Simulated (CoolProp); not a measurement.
Vapour-liquid equilibrium of n-pentane (1) + the fluoroketone C6F12O (FK-5-1-12) (2) at 355.8 K; x and y are mole fractions of (1).

Values from CoolProp's multi-fluid Helmholtz-energy mixture model, Thol 2019 and McLinden 2015; pair parameters Bell 2016.

| x | bubble pressure (MPa) | y at the bubble point | dew pressure at overall composition x (MPa) | liquid density (mol/L) |
|---|---|---|---|---|
| 0.05 | [?] | 0.135 | 0.2970 | 4.540 |
| 0.125 | 0.3668 | 0.288 | 0.3163 | 4.668 |
| 0.2 | [?] | 0.397 | 0.3379 | 4.806 |
| 0.275 | 0.4395 | 0.474 | 0.3621 | 4.955 |
| 0.35 | 0.4627 | 0.530 | 0.3891 | 5.120 |
| 0.425 | 0.4783 | 0.572 | 0.4189 | 5.302 |
| 0.5 | 0.4878 | [?] | 0.4503 | 5.507 |
| 0.575 | 0.4930 | 0.630 | 0.4794 | 5.739 |
| 0.65 | 0.4948 | 0.654 | 0.4947 | 6.002 |
| 0.725 | 0.4933 | 0.680 | 0.4845 | 6.299 |
| 0.8 | 0.4869 | 0.716 | 0.4614 | 6.635 |
| 0.875 | 0.4709 | 0.771 | 0.4354 | 7.013 |
| 0.95 | 0.4359 | 0.874 | 0.4098 | [?] |

Problem. What belongs in the gaps?

Solution. 
- 0.05, bubble pressure (MPa): 0.3191
- 0.2, bubble pressure (MPa): 0.4075
- 0.5, y at the bubble point: 0.603
- 0.95, liquid density (mol/L): 7.435

y crosses x between x = 0.65 and 0.725: the model has an azeotrope there.

Pair parameters are fitted to limited data, so mixtures are less certain than the pure fluids.
